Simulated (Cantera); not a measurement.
A closed system holds: 1 mol Si, 0.044 mol O₂, 86 mol H₂, at 1298 K and 1.73 Torr.

Cantera equilibrium calculation (NASA polynomials, part measured and part estimated; ideal gas, pure solids and liquids). Candidate condensed phases: H₂O, Si, SiO₂; 18 gas species. Equilibrium is a limit: real reactors are often held back by kinetics, nucleation or transport.

Base state: H₂ 0.999, SiO 0.00102, H 2.23e-5 (mole fractions); condensed: Si(s).

Task: What changes in the equilibrium state with this change: O₂ from 0.044 to 0.017 mol?

Result: 
```csv
species,before,after
H₂,0.999,1.000
SiO,0.00102,0.000395
H,2.23e-5,2.23e-5
"Si(s), mol",0.912,0.966
```

Task: What changes in the equilibrium state with this change: temperature from 1298 K to 2223.15 K?

Result: 
| species | before | after |
|---|---|---|
| H₂ | 0.999 | 0.865 |
| H | 2.23e-5 | 0.124 |
| Si | 1.77e-8 | 0.00962 |
| SiH | 7.11e-9 | 0.000182 |
| SiH₂ | 7.38e-8 | 1.38e-5 |
| SiO | 0.00102 | 0.000949 |
| Si(s), mol | 0.912 | 0 |
Gases not in the tables: Si₂H₆ and higher silanes.
